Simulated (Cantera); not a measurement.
An isothermal, constant-pressure homogeneous reactor starts with 81.2 % CH₄, 17.3 % H₂O, 1.52 % H₂, at 1698 K and 1.58 atm.

Model: GRI-Mech 3.0 (53 species, 325 reactions), integrated in Cantera. GRI-Mech 3.0 stops at C3 and has no aromatics, soot or wall deposition, so with more carbon than oxygen in the feed, carbon stays in small species such as C2H2 where larger ones or solid carbon would form.

One state of this run: x CH₄ = 0.243; x H₂O = 0.117; x H₂ = 0.480; x O₂ = 2.46e-12; x C₂H₄ = 0.00856; x HCO = 1.63e-9; x CH₂CO = 2.70e-5. x: mole fraction; the columns are a selection and need not sum to one.

**Question.** Which value of t (s) does it belong to?
(A) 0.0259
(B) 0.000900
(C) 0.0112
(D) 0.0600

**Answer.** C, 0.0112
